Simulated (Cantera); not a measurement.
Cantera run:

```python
import numpy as np
import cantera as ct

gas_names = """
    H HO2 H2 H2O H2O2 O OH O2 O3 Ti TiO TiO2
""".split()
cond_names = """
    H2O(s) H2O(L) Ti(a) Ti(b) Ti(L) TiO(a) TiO(b) TiO(L) TiO2(ru) TiO2(L) Ti2O3(a) Ti2O3(b) Ti2O3(L)
    Ti3O5(a) Ti3O5(b) Ti3O5(L) Ti4O7(s) Ti4O7(L)
""".split()


# ... load() reads the species with a 1 bar reference pressure and builds the phases ...
atoms = {
    'TiO2': {'Ti': 1, 'O': 2},
    'H2': {'H': 2},
}
top_T = {}  # K; cautious upper limits of use, not melting points


# ... equilibrate(T, P, feed) seeds the gas with the atoms and calls Mixture.equilibrate('TP', solver="vcs", rtol=1e-11, max_steps=5000) ...
results = []
feed = {'TiO2': 1, 'H2': 410}  # mol
P = 170000  # Pa
for T in [1000, 1050, 1100, 1150, 1200, 1250, 1300, 1350, 1400, 1450, 1500, 1550, 1600]:
    mix = equilibrate(T, P, feed)
    results.append((T, P, feed, dict(zip(mix.species_names, mix.species_moles))))
    x = sorted(zip(gas.X, gas.species_names), reverse=True)
    print(f"T = {T:g} K  P = {P:g} Pa  gas = {mix.phase_moles(0):.4g} mol")
    print("   x: " + "  ".join(f"{s} {v:.3e}" for v, s in x if v > 1e-06))
    print("   condensed (mol): " + ("  ".join(f"{mix.phase(i).name} {mix.phase_moles(i):.4g}"
          for i in range(1, mix.n_phases) if mix.phase_moles(i) > 1e-12) or "none"))
```

It prints:

```
T = 1000 K  P = 170000 Pa  gas = 410 mol
   x: H2 9.999e-01  H2O 7.405e-05
   condensed (mol): TiO2(ru) 0.8786  Ti4O7(s) 0.03036
T = 1050 K  P = 170000 Pa  gas = 410 mol
   x: H2 9.998e-01  H2O 1.580e-04
   condensed (mol): TiO2(ru) 0.7409  Ti4O7(s) 0.06478
T = 1100 K  P = 170000 Pa  gas = 410 mol
   x: H2 9.997e-01  H2O 3.153e-04
   condensed (mol): TiO2(ru) 0.4829  Ti4O7(s) 0.1293
T = 1150 K  P = 170000 Pa  gas = 410 mol
   x: H2 9.994e-01  H2O 5.935e-04
   condensed (mol): TiO2(ru) 0.02667  Ti4O7(s) 0.2433
T = 1200 K  P = 170000 Pa  gas = 410 mol
   x: H2 9.994e-01  H2O 6.098e-04
   condensed (mol): Ti4O7(s) 0.25
T = 1250 K  P = 170000 Pa  gas = 410 mol
   x: H2 9.994e-01  H2O 6.098e-04
   condensed (mol): Ti4O7(s) 0.25
T = 1300 K  P = 170000 Pa  gas = 410 mol
   x: H2 9.994e-01  H2O 6.098e-04
   condensed (mol): Ti4O7(s) 0.25
T = 1350 K  P = 170000 Pa  gas = 410 mol
   x: H2 9.992e-01  H2O 8.130e-04  H 1.827e-06
   condensed (mol): Ti3O5(b) 0.3333
T = 1400 K  P = 170000 Pa  gas = 410 mol
   x: H2 9.992e-01  H2O 8.130e-04  H 3.729e-06
   condensed (mol): Ti3O5(b) 0.3333
T = 1450 K  P = 170000 Pa  gas = 410 mol
   x: H2 9.992e-01  H2O 8.130e-04  H 7.251e-06
   condensed (mol): Ti3O5(b) 0.3333
T = 1500 K  P = 170000 Pa  gas = 410 mol
   x: H2 9.992e-01  H2O 8.130e-04  H 1.350e-05
   condensed (mol): Ti3O5(b) 0.3333
T = 1550 K  P = 170000 Pa  gas = 410 mol
   x: H2 9.992e-01  H2O 8.130e-04  H 2.415e-05
   condensed (mol): Ti3O5(b) 0.3333
T = 1600 K  P = 170000 Pa  gas = 410 mol
   x: H2 9.991e-01  H2O 8.130e-04  H 4.168e-05
   condensed (mol): Ti3O5(b) 0.3333
```

Method: chemical equilibrium by Gibbs-energy minimisation in Cantera with the NASA 1993 tables (ideal gas, pure condensed phases). Mutual solubility and eutectic melting of coexisting phases are not modelled. Condensed phases not in the tables: Magnéli phases beyond Ti4O7.
